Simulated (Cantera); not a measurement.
Thermodynamics of oxide etching and cleaning by halides, feed Al2O3 + HF

Feed: 1 mol Al2O3, 25 mol HF, held at 973 K and 14.0 Pa.

Method: chemical equilibrium by Gibbs-energy minimisation in Cantera with the NASA 1993 tables (ideal gas, pure condensed phases). Candidate condensed phases: Al, AlF3, Al2O3, H2O; 38 gas species. Equilibrium is a limit: real reactors are often held back by kinetics, nucleation or transport.

The x(HF) is 0.977 and the x(AlF2O) is 0.00994. The x(H2O) is 0.00690 and the x(H2) comes out as 0.00497. The x(AlF3) is 0.00129 and the n(Al2O3(s)) is 0.860 mol. The gas amount comes out as 24.98 mol and the log10 activity of Al(l) (absent) comes out as -21.37.
